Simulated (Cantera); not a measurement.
Input: 1 mol Cu, 0.055 mol O₂, a varied amount of CO, at 1648 K and 11.0 Pa.

Method: chemical equilibrium by Gibbs-energy minimisation in Cantera with the NASA 1993 tables (ideal gas, pure condensed phases). Candidate condensed phases: C, Cu, CuO, Cu₂O; 15 gas species. Kinetics and transport are ignored.

x: gas mole fraction; nothing condenses.

| n(CO) (mol) | x CO | x Cu | x CO₂ | x Cu₂ | x O | x CuO |
|---|---|---|---|---|---|---|
| 3.1 | 0.729 | 0.244 | 0.0268 | [?] | 3.12e-7 | 5.31e-8 |
| 3.8 | 0.769 | 0.208 | 0.0229 | [?] | 2.52e-7 | 3.67e-8 |
| 4.8 | 0.809 | 0.172 | 0.0190 | [?] | 1.99e-7 | 2.39e-8 |
| 6.1 | 0.844 | 0.141 | 0.0155 | [?] | 1.55e-7 | 1.53e-8 |
| 7.7 | 0.872 | 0.115 | 0.0126 | [?] | 1.23e-7 | 9.86e-9 |
| 9.6 | 0.895 | 0.0943 | 0.0104 | [?] | 9.81e-8 | 6.47e-9 |
| 12 | 0.915 | 0.0769 | 0.00846 | [?] | 7.83e-8 | 4.21e-9 |
| 15 | 0.931 | 0.0625 | 0.00687 | [?] | 6.26e-8 | 2.73e-9 |
| 19 | 0.945 | 0.0500 | 0.00550 | [?] | 4.93e-8 | 1.72e-9 |
| 24 | 0.956 | 0.0400 | 0.00440 | [?] | 3.90e-8 | 1.09e-9 |
| 30 | 0.964 | 0.0323 | 0.00355 | [?] | 3.12e-8 | 7.03e-10 |
| 38 | 0.972 | 0.0256 | 0.00282 | [?] | 2.46e-8 | 4.41e-10 |

Question: Fill in the missing entries.

Answer: 
- 3.1, x Cu₂: 7.69e-5
- 3.8, x Cu₂: 5.61e-5
- 4.8, x Cu₂: 3.84e-5
- 6.1, x Cu₂: 2.56e-5
- 7.7, x Cu₂: 1.71e-5
- 9.6, x Cu₂: 1.15e-5
- 12, x Cu₂: 7.65e-6
- 15, x Cu₂: 5.05e-6
- 19, x Cu₂: 3.23e-6
- 24, x Cu₂: 2.07e-6
- 30, x Cu₂: 1.35e-6
- 38, x Cu₂: 8.50e-7
